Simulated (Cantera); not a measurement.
Charge: 1 mol CH3OH, 1.3 mol H2O, held at 1127 °C and 1 atm.

Method: chemical equilibrium by Gibbs-energy minimisation in Cantera with the NASA 1993 tables (ideal gas, pure condensed phases). Candidate condensed phases: C, C6H6, C7H8, C8H18, H2O; 110 gas species. Rates play no part.

Base state: H2 0.509, H2O 0.258, CO 0.189, CO2 0.0440 (mole fractions); condensed: gas only.

What changes in the equilibrium state with this change: H2O from 1.3 to 3.5 mol?


```
species  before   after
-------  ------  ------
H2O       0.258   0.480
H2        0.509   0.366
CO        0.189  0.0958
CO2      0.0440  0.0580
```

What changes in the equilibrium state with this change: temperature from 1127 °C to 2627 °C?


| species | before | after |
|---|---|---|
| H2 | 0.509 | 0.432 |
| H2O | 0.258 | 0.256 |
| CO | 0.189 | 0.205 |
| H | 3.45e-6 | 0.0750 |
| CO2 | 0.0440 | 0.0169 |
| OH | 3.48e-8 | 0.0136 |
| O | <1e-9 | 0.00147 |
| O2 | <1e-9 | 0.000346 |

What changes in the equilibrium state with this change: H2O from 1.3 to 0.24 mol?


```csv
species,before,after
H2,0.509,0.630
CO,0.189,0.295
H2O,0.258,0.0609
CO2,0.0440,0.0132
CH4,1.59e-6,2.01e-5
```
